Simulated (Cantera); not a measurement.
A perfectly stirred reactor is fed with C₂H₄ : O₂ : N₂ : H₂O = 1 : 6.38 : 24 : 0.61 (molar parts), at 1500000 Pa; it is adiabatic with a 725 K inlet, and is followed from long to short residence time, starting on the burning branch (τ in s: 0.023, 0.0086, 0.0033, 0.0012, 0.00047, 0.00018, 6.8e-05, 2.6e-05, 9.9e-06, 3.7e-06).

Computed with Cantera and GRI-Mech 3.0 (53 species, 325 reactions). GRI-Mech 3.0 was tuned for natural gas; its chemistry of ethylene as a main component is partial and can be far from experiment. The pressure lies above the range GRI-Mech 3.0 was tuned for (to about 10 atm).

One state of this run: T (K) = 1745; x C₂H₄ = 0.000314; x O₂ = 0.112; x HO₂ = 8.67e-5; x CH₃ = 2.04e-5; x H₂O₂ = 1.66e-6; x C₂H₂ = 3.32e-5. x: mole fraction; the columns are a selection and need not sum to one.

Which value of τ (s) does it belong to?
A) 0.023
B) 0.0086
C) 6.8e-5
D) 3.7e-6

C, 6.8e-5
